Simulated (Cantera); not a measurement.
Charge: 1 mol BN, 0.29 mol H2O, a varied amount of H2, 0.89 mol NF3, equilibrated at 1098.15 K and 0.0113 Torr.

These are equilibrium values from Cantera (NASA tables, ideal gas, pure condensed phases), not measurements of a reactor. Candidate condensed phases: B, BN, B2O3, B3O3H3, H2O; 62 gas species. The tables' values for BF2 are old estimates; treat these amounts as uncertain. Equilibrium is a limit: real reactors are often held back by kinetics, nucleation or transport.

Problem. At 11 mol H2, list the 6 most abundant gas species with their mole fractions, and the condensed phases.

Solution. H2 0.836, N2 0.0707, BF3 0.0531, BOF 0.0217, HF 0.0187, BHF2 4.95e-5. Condensed: gas only.
